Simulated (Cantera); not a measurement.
Feed: 1 mol HCl, 4.4 mol O2, held at 3373.15 K and 13.3 mbar.

Cantera equilibrium calculation (NASA polynomials, part measured and part estimated; ideal gas, pure solids and liquids). Candidate condensed phases: H2O; 14 gas species. Kinetics and transport are ignored.

Base state: O 0.745, Cl 0.0980, H 0.0889, O2 0.0591, OH 0.00780, HCl 0.000906, H2 0.000549, H2O 0.000112 (mole fractions); condensed: gas only.

Question: What changes in the equilibrium state with this change: O2 from 4.4 to 0.2 mol?

Answer: 
```json
[
 {"species": "Cl", "before": "0.0980", "after": "0.416"},
 {"species": "H", "before": "0.0889", "after": "0.387"},
 {"species": "O", "before": "0.745", "after": "0.160"},
 {"species": "O2", "before": "0.0591", "after": "0.00272"},
 {"species": "H2", "before": "0.000549", "after": "0.0104"},
 {"species": "HCl", "before": "0.000906", "after": "0.0167"},
 {"species": "H2O", "before": "0.000112", "after": "0.000457"},
 {"species": "ClO", "before": "2.19e-5", "after": "1.99e-5"},
 {"species": "OH", "before": "0.00780", "after": "0.00728"}
]
```
